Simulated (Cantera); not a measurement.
Input: 1 mol CF₄, 1.5 mol CH₄, 0.35 mol H₂, at 0.300 bar.

These are equilibrium values from Cantera (NASA tables, ideal gas, pure condensed phases), not measurements of a reactor. Candidate condensed phases: C, C₆H₆, C₇H₈, C₈H₁₈; 95 gas species. The numbers say what is thermodynamically allowed, not how fast it happens.

**Question.** At 1600 °C, list the 5 most abundant gas species with their mole fractions, and the condensed phases.

**Answer.** HF 0.747, H₂ 0.252, H 0.000591, C₂H₂ (acetylene) 7.86e-5, CH₄ 1.16e-5. Condensed: C(graphite).
